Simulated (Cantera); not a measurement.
An adiabatic, constant-pressure homogeneous reactor starts with C3H8 : O2 : N2 = 1 : 2.38 : 8.95 (molar parts), equivalence ratio 2.1, at 1098 K and 6600 Torr.

Computed with Cantera and GRI-Mech 3.0 (53 species, 325 reactions). GRI-Mech 3.0 was tuned for natural gas; its chemistry of propane as a main component is partial and can be far from experiment.

Question: Predict: time of steepest temperature rise; temperature at 1.00 s; equilibrium temperature; x(O2) at 1.00 s; x(O) at 1.00 s; x(H2O) at 1.00 s; x(HCN) at 1.00 s.

Answer: 
```json
{
 "time_of_steepest_temperature_rise": "13.8 ms",
 "temperature at 1.00 s": "2217 K",
 "equilibrium_temperature": "2217 K",
 "x(O2) at 1.00 s": "6.22e-8 (gas-phase equilibrium 6.22e-8)",
 "x(O) at 1.00 s": "2.55e-7 (gas-phase equilibrium 2.55e-7)",
 "x(H2O) at 1.00 s": "0.0918 (gas-phase equilibrium 0.0918)",
 "x(HCN) at 1.00 s": "1.64e-6 (gas-phase equilibrium 1.64e-6)"
}
```
